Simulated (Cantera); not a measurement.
Input (Python, Cantera) and output of one run.

```python
import numpy as np
import cantera as ct

gas_names = [...]  # 136 gases of nasa_gas.yaml made of C, H, N, O
cond_names = """
    C(gr) C6H6(L) C7H8(L) C8H18(L),n-octa H2O(s) H2O(L)
""".split()


# ... load() reads the species with a 1 bar reference pressure and builds the phases ...
atoms = {
    'toluene': {'C': 7, 'H': 8},
    'NH3': {'N': 1, 'H': 3},
    'N2': {'N': 2},
    'CO2': {'C': 1, 'O': 2},
}
top_T = {'C(gr)': 4500}  # K; cautious upper limits of use, not melting points


# ... equilibrate(T, P, feed) seeds the gas with the atoms and calls Mixture.equilibrate('TP', solver="vcs", rtol=1e-11, max_steps=5000) ...
results = []
feed = {'toluene': 1, 'NH3': 0.011, 'N2': 3.8, 'CO2': 0.033}  # mol
P = 28  # Pa
for T in [1498, 1648, 1798, 1948, 2098, 2248, 2398, 2548, 2698, 2848, 2998]:
    mix = equilibrate(T, P, feed)
    results.append((T, P, feed, dict(zip(mix.species_names, mix.species_moles))))

top = {s: max(r[3][s] / sum(r[3][g] for g in gas_names) for r in results) for s in gas_names}
cols = sorted((s for s in top if top[s] > 0.0001), key=lambda s: -top[s])[:7]
seen = [c for c in cond_names if any(r[3].get(c, 0) > 1e-12 for r in results)]
print("log10 of partial pressures in bar; condensed amounts in mol")
print(f"{'T/K':>10s}" + "".join(f"{s[:9]:>10s}" for s in cols + seen))
for T, P, feed, n in results:
    ng = sum(n[g] for g in gas_names)
    print(f"{T:10.4g}" + "".join(f"{np.log10(max(n[s] / ng * P / 1e5, 1e-99)):10.3f}" for s in cols)
          + "".join(f"{n.get(c, 0):10.4g}" for c in seen))
```

Result:

```
log10 of partial pressures in bar; condensed amounts in mol
       T/K         H        H2        N2        C3         C        CN        C2     C(gr)
      1498    -6.688    -3.847    -3.870   -17.777   -16.798   -11.996   -18.870     6.963
      1648    -5.975    -3.849    -3.871   -15.149   -14.518   -10.611   -16.239     6.956
      1798    -5.382    -3.857    -3.874   -12.968   -12.620    -9.461   -14.052     6.941
      1948    -4.887    -3.880    -3.882   -11.129   -11.016    -8.492   -12.205     6.915
      2098    -4.480    -3.935    -3.901    -9.559    -9.643    -7.669   -10.625     6.874
      2248    -4.161    -4.054    -3.934    -8.204    -8.453    -6.966    -9.259     6.819
      2398    -3.940    -4.275    -3.980    -7.023    -7.414    -6.361    -8.067     6.751
      2548    -3.818    -4.617    -4.025    -5.986    -6.498    -5.829    -7.017     6.561
      2698    -3.782    -5.066    -4.073    -5.067    -5.684    -5.362    -6.086     5.297
      2848    -3.829    -5.628    -4.167    -4.462    -5.028    -5.041    -5.397         0
      2998    -3.837    -6.065    -4.193    -4.570    -4.655    -4.940    -5.212         0
```

These are equilibrium values from Cantera (NASA tables, ideal gas, pure condensed phases), not measurements of a reactor.
